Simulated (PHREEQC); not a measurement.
A solution holds 0.15 mol ZnCl2 and 0.018 mol NaBF4 per kg of water, at 28 °C. Closed to the air; pH follows from the charge balance.

Equilibrium calculation in PHREEQC: ion-association model, phreeqc.dat.

| quantity | before | after |
|---|---|---|
| pH | 2.77 | 2.96 |
| ionic strength (mol/kgw) | 0.411 | 0.394 |
| Cl- (mol/kgw) | 0.268 | 0.268 |
| Zn+2 (mol/kgw) | 0.122 | 0.122 |
| ZnCl+ (mol/kgw) | 0.0230 | 0.0233 |
| ZnCl2 (mol/kgw) | 0.00261 | 0.00267 |

Problem. Which change was made?
A) NaBF4 from 0.018 to 0.0018 mol/kgw
B) NaBF4 from 0.018 to 0.009 mol/kgw
C) temperature from 28 to 55 °C
D) ZnCl2 from 0.15 to 0.015 mol/kgw
E) temperature from 28 to 20 °C

Solution. A, NaBF4 from 0.018 to 0.0018 mol/kgw

This is a speciation only: nothing precipitates in the calculation. Real BF4- forms and hydrolyses slowly; the run takes it at equilibrium.
